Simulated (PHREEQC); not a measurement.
Solution (20 °C): 6 mmol/kgw FeCl2. Closed to the air; pH follows from the charge balance.

Equilibrium calculation in PHREEQC: ion-association model, phreeqc.dat.

This is a speciation only: nothing precipitates in the calculation.

Problem. What pH does the model give?

Solution. pH 6.05.

Species that the database lacks are ignored.
